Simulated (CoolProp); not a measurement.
Properties of R1234ze(E) along the isotherm 146.85 °C.

The numbers come from the reference Helmholtz-energy equation of state, Thol 2016 in CoolProp.

```tsv
p (MPa)	phase	cv (kJ/(kg K))	speed of sound (m/s)
0.0172	gas	0.9827	181.2
0.0307	gas	0.9829	181.0
0.0545	gas	0.9832	180.8
0.097	gas	0.9838	___
0.172	gas	0.9848	179.5
0.307	gas	0.9868	___
0.545	gas	___	175.5
0.97	gas	___	170.8
1.72	gas	1.011	162.3
3.07	gas	___	145.7
5.45	supercritical	1.120	119.3
```

Question: Fill in the missing entries.

Answer: 
- 0.097, speed of sound (m/s): 180.3
- 0.307, speed of sound (m/s): 178.1
- 0.545, cv (kJ/(kg K)): 0.9903
- 0.97, cv (kJ/(kg K)): 0.9971
- 3.07, cv (kJ/(kg K)): 1.042
